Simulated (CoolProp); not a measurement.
Nitrogen at 293.15 K and 8.87 MPa flows at 0.99 m/s in a round tube of 10 mm bore and 0.25 µm roughness, fully developed (64/Re and Nu = 3.66 if laminar; Colebrook and Gnielinski if turbulent). Each further row changes one setting.

Values from CoolProp's reference Helmholtz-energy equation of state, Span 2000.

```
case               Reynolds number  Darcy friction factor  pressure drop (Pa/m)  heat-transfer coefficient (W/(m² K))  mass flow (kg/h)
-----------------  ---------------  ---------------------  --------------------  ------------------------------------  ----------------
as stated                    52100                 0.0208                   104                                   342              28.6
velocity 1.98 m/s           104000                 0.0180                   360                                   593              57.2
diameter 20 mm              104000                 0.0179                  44.8                                   295               114
```

Viscosity comes from a separate model (Lemmon 2004). Thermal conductivity comes from a separate model (Lemmon 2004).
